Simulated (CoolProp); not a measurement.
C2F6 (R116) at 298.15 K and 1.56 MPa is throttled through a valve to 0.75 MPa with no heat exchange. Each further row changes one setting.

The numbers come from the reference Helmholtz-energy equation of state, Lemmon 2006 in CoolProp. It is a short technical equation, of lower accuracy than the large ones.

| case | temperature change (K) | final density (kg/m³) |
|---|---|---|
| as stated | [?] | 47.3 |
| outlet pressure 0.225 MPa | [?] | [?] |
| outlet pressure 0.975 MPa | [?] | [?] |

Task: Complete the blanks.

Result: 
- as stated, temperature change (K): -8.3
- outlet pressure 0.225 MPa, temperature change (K): -13.4
- outlet pressure 0.225 MPa, final density (kg/m³): 13.5
- outlet pressure 0.975 MPa, temperature change (K): -6.0
- outlet pressure 0.975 MPa, final density (kg/m³): 62.8
